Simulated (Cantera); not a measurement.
Input (Python, Cantera) and output of one run.

```python
import numpy as np
import cantera as ct

gas_names = """
    C CH CH2 CH3 CH2OH CH3O CH4 CH3OH CO CO2 COOH C2 C2H CHCO,ketyl C2H2,acetylene C2H2,vinylidene
    CH2CO,ketene C2H3,vinyl CH3CO,acetyl C2H4 C2H4O,ethylen CH3CHO,ethanal CH3COOH (HCOOH)2 C2H5 C2H6
    CH3OCH3 C2H5OH C2O C3 C3H3,propargyl C3H4,allene C3H4,propyne C3H4,cyclo- C3H5,allyl C3H6,propylene
    C3H6,cyclo- C3H6O C3H7,n-propyl C3H7,i-propyl C3H8 C3H8O,1propanol C3H8O,2propanol C3O2 C4 C4H2
    C4H4,1,3-cyclo- C4H6,butadiene C4H6,2-butyne C4H6,cyclo- C4H8,1-butene C4H8,cis2-buten
    C4H8,tr2-butene C4H8,isobutene C4H8,cyclo- (CH3COOH)2 C4H9,n-butyl C4H9,i-butyl C4H9,s-butyl
    C4H9,t-butyl C4H10,isobutane C4H10,n-butane C5 C5H6,1,3cyclo- C5H8,cyclo- C5H10,1-pentene
    C5H10,cyclo- C5H11,pentyl C5H11,t-pentyl C5H12,n-pentane C5H12,i-pentane CH3C(CH3)2CH3 C6H2
    C6H5,phenyl C6H5O,phenoxy C6H6 C6H5OH,phenol C6H10,cyclo- C6H12,1-hexene C6H12,cyclo- C6H13,n-hexyl
    C7H7,benzyl C7H8 C7H8O,cresol C7H14,1-heptene C7H15,n-heptyl C7H16,n-heptane C8H8,styrene
    C8H10,ethylbenz C8H16,1-octene C8H17,n-octyl C8H18,isooctane C8H18,n-octane C9H19,n-nonyl
    C10H8,naphthale C10H21,n-decyl C12H9,o-bipheny C12H10,bipheny H HCO HO2 H2 HCHO,formaldehy HCOOH H2O
    H2O2 Mg MgH MgO MgOH MgO2H2 Mg2 O OH O2 O3
""".split()
cond_names = """
    C(gr) C6H6(L) C7H8(L) C8H18(L),n-octa H2O(s) H2O(L) Mg(cr) Mg(L) MgCO3(s) MgO(s) MgO(L) MgO2H2(s)
""".split()


def load(file, names, dense=False):
    # The tables refer to 1 bar. Condensed volumes are neglected.
    table = {s.name: s for s in ct.Species.list_from_file(file)}
    out = []
    for n in names:
        d = dict(table[n].input_data)
        d["thermo"] = dict(d["thermo"], **{"reference-pressure": 1e5})
        if dense:
            d["equation-of-state"] = {"model": "constant-volume", "density": "1e6 g/cm^3"}
        out.append(ct.Species.from_dict(d))
    return out


gas = ct.Solution(thermo="ideal-gas", species=load("nasa_gas.yaml", gas_names))
cond = {s.name: ct.Solution(thermo="fixed-stoichiometry", species=[s], name=s.name)
        for s in load("nasa_condensed.yaml", cond_names, dense=True)}
atoms = {
    'MgO': {'Mg': 1, 'O': 1},
    'C': {'C': 1},
    'CO': {'C': 1, 'O': 1},
    'CH4': {'C': 1, 'H': 4},
}
top_T = {'C(gr)': 4500}  # K; cautious upper limits of use, not melting points


def equilibrate(T, P, feed):
    n = {}
    for name, mol in feed.items():
        for a, k in atoms[name].items():
            n[a] = n.get(a, 0.0) + k * mol
    gas.TPX = T, P, n
    mass = sum(n.values()) * gas.mean_molecular_weight
    gas.equilibrate("TP")
    valid = [c for c in cond.values() if c.min_temp <= T <= top_T.get(c.name, c.max_temp)]
    mix = ct.Mixture([(gas, mass / gas.mean_molecular_weight)] + [(c, 0.0) for c in valid])
    mix.T, mix.P = T, P
    mix.equilibrate("TP", solver="vcs", rtol=1e-11, max_steps=5000)
    return mix


results = []
feed = {'MgO': 1, 'C': 4.3, 'CO': 0.48, 'CH4': 2.4}  # mol
T = 1698  # K
P = 27  # Pa
mix = equilibrate(T, P, feed)
results.append((T, P, feed, dict(zip(mix.species_names, mix.species_moles))))
print(gas.report(threshold=0.0001))
for i in range(1, mix.n_phases):
    print(f"{mix.phase(i).name:16s} {mix.phase_moles(i):12.5e} mol")
```

It prints:

```
       temperature   1698 K
          pressure   27 Pa
           density   1.9749e-05 kg/m^3
  mean mol. weight   10.327 kg/kmol
   phase of matter   gas

                          1 kg             1 kmol
                     ---------------   ---------------
          enthalpy        3.9473e+06        4.0762e+07  J
   internal energy        2.5802e+06        2.6644e+07  J
           entropy             26439        2.7302e+05  J/K
    Gibbs function       -4.0945e+07       -4.2283e+08  J
 heat capacity c_p            3086.3             31870  J/K
 heat capacity c_v            2281.1             23556  J/K

                      mass frac. Y      mole frac. X     chem. pot. / RT
                     ---------------   ---------------   ---------------
                CO           0.54947           0.20258           -44.801
                 H        0.00069435         0.0071134           -13.807
                H2           0.12756           0.65339           -27.614
                Mg            0.3221           0.13685           -19.954
     [ +112 minor]        0.00017467        6.9969e-05

C(gr)             5.69931e+00 mol
Mg(L)             0.00000e+00 mol
MgO(s)            0.00000e+00 mol
```

These are equilibrium values from Cantera (NASA tables, ideal gas, pure condensed phases), not measurements of a reactor. The tables' values for MgH are old estimates; treat these amounts as uncertain.
